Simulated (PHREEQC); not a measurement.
## Sulfide liquor

Consider water at 75 °C with 0.059 mol/kgw NaHS and 0.0031 mol/kgw HCl. Closed to the air; pH follows from the charge balance.

Equilibrium calculation in PHREEQC: ion-association model, phreeqc.dat.

pH: 7.70
ionic strength: 0.0590 mol/kgw
specific conductance: 13700 µS/cm
density: 0.977 g/cm³
total alkalinity: 55.9 meq/kg

| species | molality | activity | log γ |
|---|---|---|---|
| Na+ | 0.0590 | 0.0471 | -0.098 |
| HS- | 0.0559 | 0.0437 | -0.107 |
| H2S | 0.00313 | 0.00317 | 0.006 |
| Cl- | 0.00310 | 0.00244 | -0.105 |
| OH- | 1.30e-5 | 1.01e-5 | -0.107 |
| S-2 | 1.20e-5 | 4.91e-6 | -0.389 |
| H+ | 2.42e-8 | 2.02e-8 | -0.079 |

This is a speciation only: nothing precipitates in the calculation. Complexes and solids missing from the database can't appear. Constants without temperature data keep their 25 °C values here.
